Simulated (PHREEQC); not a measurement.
Dissolve 0.3 mol H2SO4, 0.00039 mol FeSO4 and 0.18 mol MnSO4 per kg of water at 25 °C. Closed to the air; pH follows from the charge balance.

Equilibrium calculation in PHREEQC: ion-association model, wateq4f.dat.

Each row changes one thing in this solution. Precipitation was switched off in this run.

```tsv
case	pH	ionic strength (mol/kgw)	HSO4- (mol/kgw)	SO4-2 (mol/kgw)	Fe+2 (mol/kgw)	FeHSO4+ (mol/kgw)	SI of Melanterite (FeSO4:7H2O)
as made	0.73	0.692	0.355	0.0707	0.000171	0.000143	-4.14
MnSO4 replaced by MgSO4 at the same molality	0.71	0.640	0.343	0.0636	0.000172	0.000145	-4.16
FeSO4 from 0.00039 to 0.000429 mol/kgw	0.73	0.692	0.355	0.0707	0.000189	0.000158	-4.10
temperature from 25 to 65 °C	0.81	0.633	0.393	0.0369	0.000173	…	-4.85
MnSO4 replaced by (NH4)2SO4 at the same molality	0.73	0.617	0.356	0.0684	0.000166	0.000147	-4.14
0.01 mol/kgw Na2CO3 added	…	0.695	0.349	0.0738	0.000171	0.000140	-4.12
diluted 5-fold with water	1.29	0.162	0.0568	0.0271	4.47e-5	1.05e-5	-4.68
```

Q: Fill in the missing entries.

A: 
- temperature from 25 to 65 °C, FeHSO4+ (mol/kgw): 0.000151
- 0.01 mol/kgw Na2CO3 added, pH: 0.76

Species that the database lacks are ignored. Away from 25 °C the constants follow the database's enthalpies or fits; those with neither stay at their 25 °C values.
